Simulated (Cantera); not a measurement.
Input (Python, Cantera) and output of one run.

```python
import numpy as np
import cantera as ct

gas_names = [...]  # 95 gases of nasa_gas.yaml made of C, F, H
cond_names = """
    C(gr) C6H6(L) C7H8(L) C8H18(L),n-octa
""".split()


# ... load() reads the species with a 1 bar reference pressure and builds the phases ...
atoms = {
    'c-C4F8': {'C': 4, 'F': 8},
    'H2': {'H': 2},
}
top_T = {'C(gr)': 4500}  # K; cautious upper limits of use, not melting points


# ... equilibrate(T, P, feed) seeds the gas with the atoms and calls Mixture.equilibrate('TP', solver="vcs", rtol=1e-11, max_steps=5000) ...
results = []
feed = {'c-C4F8': 1, 'H2': 0.16}  # mol
P = 13332.2  # Pa
for T in [773, 873, 973, 1073, 1173, 1273, 1373, 1473, 1573, 1673, 1773, 1873]:
    mix = equilibrate(T, P, feed)
    results.append((T, P, feed, dict(zip(mix.species_names, mix.species_moles))))
    x = sorted(zip(gas.X, gas.species_names), reverse=True)
    print(f"T = {T:g} K  P = {P:g} Pa  gas = {mix.phase_moles(0):.4g} mol")
    print("   x: " + "  ".join(f"{s} {v:.3e}" for v, s in x if v > 1e-05))
    print("   condensed (mol): " + ("  ".join(f"{mix.phase(i).name} {mix.phase_moles(i):.4g}"
          for i in range(1, mix.n_phases) if mix.phase_moles(i) > 1e-12) or "none"))
```

Result:

```
T = 773 K  P = 13332.2 Pa  gas = 2.24 mol
   x: CF4 8.571e-01  HF 1.429e-01
   condensed (mol): C(gr) 2.08
T = 873 K  P = 13332.2 Pa  gas = 2.24 mol
   x: CF4 8.571e-01  HF 1.429e-01
   condensed (mol): C(gr) 2.08
T = 973 K  P = 13332.2 Pa  gas = 2.24 mol
   x: CF4 8.571e-01  HF 1.429e-01
   condensed (mol): C(gr) 2.08
T = 1073 K  P = 13332.2 Pa  gas = 2.24 mol
   x: CF4 8.571e-01  HF 1.429e-01
   condensed (mol): C(gr) 2.08
T = 1173 K  P = 13332.2 Pa  gas = 2.24 mol
   x: CF4 8.571e-01  HF 1.429e-01
   condensed (mol): C(gr) 2.08
T = 1273 K  P = 13332.2 Pa  gas = 2.24 mol
   x: CF4 8.571e-01  HF 1.429e-01
   condensed (mol): C(gr) 2.08
T = 1373 K  P = 13332.2 Pa  gas = 2.24 mol
   x: CF4 8.571e-01  HF 1.429e-01  CF2 1.360e-05
   condensed (mol): C(gr) 2.08
T = 1473 K  P = 13332.2 Pa  gas = 2.24 mol
   x: CF4 8.570e-01  HF 1.428e-01  CF2 7.186e-05  CF3 3.313e-05
   condensed (mol): C(gr) 2.08
T = 1573 K  P = 13332.2 Pa  gas = 2.24 mol
   x: CF4 8.567e-01  HF 1.428e-01  CF2 3.060e-04  CF3 1.074e-04  F 2.794e-05
   condensed (mol): C(gr) 2.08
T = 1673 K  P = 13332.2 Pa  gas = 2.242 mol
   x: CF4 8.557e-01  HF 1.428e-01  CF2 1.092e-03  CF3 3.019e-04  F 1.188e-04
   condensed (mol): C(gr) 2.079
T = 1773 K  P = 13332.2 Pa  gas = 2.245 mol
   x: CF4 8.529e-01  HF 1.425e-01  CF2 3.359e-03  CF3 7.527e-04  F 4.288e-04
   condensed (mol): C(gr) 2.076
T = 1873 K  P = 13332.2 Pa  gas = 2.254 mol
   x: CF4 8.458e-01  HF 1.420e-01  CF2 9.116e-03  CF3 1.693e-03  F 1.348e-03
   condensed (mol): C(gr) 2.07
```

Equilibrium computed with Cantera from the NASA thermochemical tables; the gas is ideal and each condensed phase is pure. The feed counts by its element totals alone. Condensed phases not in the tables: fluorocarbon polymer. Gases not in the tables: C2F6 and larger saturated fluorocarbons.
